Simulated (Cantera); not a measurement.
Input: 1 mol PbF2, 1.9 mol H2, held at 2198.15 K and 0.360 Torr.

Method: chemical equilibrium by Gibbs-energy minimisation in Cantera with the NASA 1993 tables (ideal gas, pure condensed phases). Candidate condensed phases: Pb, PbF2; 16 gas species. Rates play no part.

Base state: HF 0.486, Pb 0.243, H2 0.167, H 0.104, F 0.000259, PbF 0.000140 (mole fractions); condensed: gas only.

Problem. What changes in the equilibrium state with this change: temperature from 2198.15 K to 1525 K?

Solution. 
```
species    before     after
-------  --------  --------
HF          0.486     0.513
Pb          0.243     0.256
H2          0.167     0.231
H           0.104  0.000518
F        0.000259   3.78e-8
PbF      0.000140  0.000139
```
